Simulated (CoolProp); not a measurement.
Vapour-liquid equilibrium of R1234yf (1) + R227EA (2) at 7.75 °C; x and y are mole fractions of (1).

Computed with CoolProp (multi-fluid Helmholtz-energy mixture model, Lemmon 2022 and Lemmon 2016; pair parameters Bell 2016).

**Question.** Give the bubble pressure and the first vapour's composition at x = 0.05, 0.8, 0.95. Is there an azeotrope?

**Answer.** x = 0.05: 0.2663 MPa, y = 0.075; x = 0.8: 0.3775 MPa, y = 0.855; x = 0.95: 0.4000 MPa, y = 0.966. No azeotrope shows between x = 0.05 and 0.95.

The pair parameters rest on a limited set of measurements; away from them the model extrapolates.
